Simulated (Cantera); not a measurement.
Charge: 1 mol Al(CH3)3, 6.1 mol H2O, 35 mol N2, equilibrated at 1798.15 K and 0.420 bar.

Method: chemical equilibrium by Gibbs-energy minimisation in Cantera with the NASA 1993 tables (ideal gas, pure condensed phases). Candidate condensed phases: Al, AlN, Al2O3, C, C6H6, C7H8, C8H18, H2O; 148 gas species. The feed counts by its element totals alone. Gases not in the tables: Al(OH)3. Rates play no part.

Base state: N2 0.720, H2 0.188, CO 0.0592, H2O 0.0304, CO2 0.00252, H 0.000236 (mole fractions); condensed: Al2O3(s).

Task: What changes in the equilibrium state with this change: H2O from 6.1 to 0.99 mol?

Result: 
```tsv
species	before	after
N2	0.720	0.841
H2	0.188	0.133
CO	0.0592	0.0242
H2O	0.0304	3.88e-7
CO2	0.00252	1.85e-8
C2H2 (acetylene)	<1e-9	2.29e-5
HCN	9.87e-8	0.00203
Al2O3(s), mol	0.500	0
AlN(s), mol	0	1.000
C(graphite), mol	0	1.92
```
